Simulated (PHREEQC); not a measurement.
**Alkaline etch or developer: speciation**

Make-up at 30 °C: 0.005 mol/kgw CsOH and 5.6e-05 mol/kgw CO2. Closed to the air; pH follows from the charge balance.

Equilibrium calculation in PHREEQC: ion-association model, wateq4f.dat.

Precipitation was switched off in this run.

Problem. What pH does the model give?

Solution. pH 11.49.

Problem. In which forms is C present?

Solution. CO3-2 95 %, HCO3- 4.7 % of the C.
